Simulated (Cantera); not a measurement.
An isothermal, constant-pressure homogeneous reactor starts with NH3 : N2 : H2 = 1 : 0.1 : 0.087 (molar parts), at 2025 K and 0.400 bar.

Detailed kinetics in Cantera: the gas-phase N/H chemistry of the illustrative SiF4/NH3 mechanism in the Surface Chemkin manual (1991). Walls and surfaces, which speed up NH3 decomposition in real reactors, are not modelled.

x: mole fraction; the columns are a selection and need not sum to one.

| t (s) | x NH3 | x NH2 | x H2 | x N2H4 | x H | x N |
|---|---|---|---|---|---|---|
| 2.00e-5 | 0.842 | 0.000180 | 0.0734 | 4.83e-9 | 5.89e-6 | 1.02e-9 |
| 4.60e-5 | 0.842 | (withheld) | 0.0735 | (withheld) | (withheld) | (withheld) |
| 0.000106 | 0.841 | 0.000856 | 0.0738 | 1.11e-7 | 2.64e-5 | 1.16e-7 |
| 0.000243 | 0.839 | 0.00130 | 0.0753 | 2.54e-7 | 4.08e-5 | 3.10e-7 |
| 0.000558 | 0.833 | 0.00136 | 0.0795 | 2.81e-7 | 4.55e-5 | 3.65e-7 |
| 0.00128 | 0.821 | 0.00134 | 0.0892 | 2.71e-7 | 5.08e-5 | 3.96e-7 |
| 0.00295 | 0.793 | 0.00129 | 0.111 | 2.53e-7 | 6.27e-5 | 4.57e-7 |
| 0.00678 | 0.734 | 0.00120 | 0.157 | 2.20e-7 | 8.87e-5 | 5.60e-7 |
| 0.0156 | 0.620 | 0.00106 | 0.245 | 1.69e-7 | 0.000143 | 6.94e-7 |
| 0.0358 | 0.437 | 0.000826 | 0.386 | 1.03e-7 | 0.000250 | 8.28e-7 |
| 0.0823 | 0.221 | 0.000521 | 0.554 | 4.11e-8 | 0.000446 | 9.35e-7 |
| 0.189 | 0.0611 | 0.000219 | 0.678 | 7.27e-9 | 0.000830 | 9.83e-7 |
| 0.435 | 0.00500 | 3.88e-5 | 0.720 | 2.27e-10 | 0.00190 | 8.38e-7 |
| 1.00 | (withheld) | (withheld) | 0.723 | 2.55e-12 | (withheld) | (withheld) |

Question: Some entries are withheld; supply them.

Answer: 
- 4.60e-5, x NH2: 0.000408
- 4.60e-5, x N2H4: 2.51e-8
- 4.60e-5, x H: 1.27e-5
- 4.60e-5, x N: 1.55e-8
- 1.00, x NH3: 0.000392
- 1.00, x NH2: 4.12e-6
- 1.00, x H: 0.00259
- 1.00, x N: 1.65e-7
